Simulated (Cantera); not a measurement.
A perfectly stirred reactor is fed with 16.1 % CO, 9.33 % H2, 14.0 % O2, 52.4 % N2, 8.20 % H2O, equivalence ratio 0.91, at 1.28 atm; it is adiabatic with a 325 K inlet, and is followed from long to short residence time, starting on the burning branch (τ in s: 0.094, 0.03, 0.0097, 0.0031, 0.00099, 0.00032, 0.0001, 3.2e-05, 1e-05, 3.3e-06).

Detailed kinetics in Cantera: GRI-Mech 3.0 (53 species, 325 reactions).

**Question.** Predict: blow-out, bracketed by the residence times tried; x(CO) at τ = 94.0 ms; x(H2) at τ = 94.0 ms; x(O2) at τ = 94.0 ms; x(N2O) at τ = 94.0 ms; x(H2O) at τ = 94.0 ms; x(CO) at τ = 0.320 ms; x(H2) at τ = 0.320 ms; x(O2) at τ = 0.320 ms; x(N2O) at τ = 0.320 ms; x(H2O) at τ = 0.320 ms.

**Answer.** 
| Item | Value |
|---|---|
| blow-out, bracketed by the residence times tried | burning at 0.100 ms, out at 32.0 µs |
| x(CO) at τ = 94.0 ms | 0.00921 |
| x(H2) at τ = 94.0 ms | 0.00194 |
| x(O2) at τ = 94.0 ms | 0.0182 |
| x(N2O) at τ = 94.0 ms | 1.85e-7 |
| x(H2O) at τ = 94.0 ms | 0.195 |
| x(CO) at τ = 0.320 ms | 0.0439 |
| x(H2) at τ = 0.320 ms | 0.0114 |
| x(O2) at τ = 0.320 ms | 0.0388 |
| x(N2O) at τ = 0.320 ms | 1.66e-7 |
| x(H2O) at τ = 0.320 ms | 0.173 |
